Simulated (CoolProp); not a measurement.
A simple Rankine cycle with R152A: condensing at 310.15 K, boiler at 3.37 MPa, turbine inlet 373.1 K, turbine efficiency 0.85, pump efficiency 0.8, no recuperator. Each further row changes one setting.

The numbers come from the reference Helmholtz-energy equation of state, Outcalt 1996 in CoolProp. It is a modified Benedict-Webb-Rubin equation, recast in Helmholtz form.

| case | thermal efficiency (%) | net work (kJ/kg) | heat in (kJ/kg) | turbine exit temperature (K) | volume ratio over the turbine |
|---|---|---|---|---|---|
| as stated | 10.8 | 29.8 | 275 | 310.1 | 4.65 |
| turbine inlet 393.1 K | 11.5 | 36.9 | 321 | 324.9 | 4.19 |
| condensing temperature 302.15 K | 12.2 | 35.2 | 290 | 302.1 | 5.82 |
| boiler pressure 2.36 MPa | 9.1 | 28.3 | 312 | 324.8 | 2.85 |
| turbine efficiency 0.75 | 9.4 | 25.8 | 275 | 310.1 | 4.73 |

The expansion ends wet for: as stated; condensing temperature 302.15 K; turbine efficiency 0.75.
